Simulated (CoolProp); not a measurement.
Values from CoolProp's reference Helmholtz-energy equation of state, Lemmon 2022.

**Question.** Give the vapour pressure (kPa), liquid density (kg/m³), enthalpy of vaporisation (kJ/kg) of saturated R1234yf at 256.1, 271.6, 287.2 K.

**Answer.** 
```csv
T (K),p (kPa),liquid density (kg/m³),enthalpy of vaporisation (kJ/kg)
256.1,170,1230,174
271.6,300,1180,164
287.2,496,1130,154
```
